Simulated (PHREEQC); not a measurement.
A solution holds 0.029 mol NH4BF4 and 0.0004 mol KF per kg of water, at 25 °C. It is in equilibrium with CO2 at log p = -3.5 (atm). Otherwise closed; pH follows from the charge balance.

The numbers come from PHREEQC with the ion-association model, phreeqc.dat.

This is a speciation only: nothing precipitates in the calculation.

Problem. What pH does the model give?

Solution. pH 2.88.

Problem. In which forms is B present?

Solution. BF4- 88 %, BF3OH- 6.5 %, H3BO3 4.1 %, BF2(OH)2- 1.8 % of the B.

Real BF4- forms and hydrolyses slowly; the run takes it at equilibrium.
